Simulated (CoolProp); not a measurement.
Model: reference Helmholtz-energy equation of state, Gao 2016, in CoolProp.

Question: Give the vapour pressure (kPa), liquid density (kg/m³), vapour density (kg/m³), enthalpy of vaporisation (kJ/kg) of saturated sulfur dioxide at 74.05 °C.

Answer: 
| T (°C) | p (kPa) | liquid density (kg/m³) | vapour density (kg/m³) | enthalpy of vaporisation (kJ/kg) |
|---|---|---|---|---|
| 74.05 | 1560 | 1210 | 42.0 | 298 |
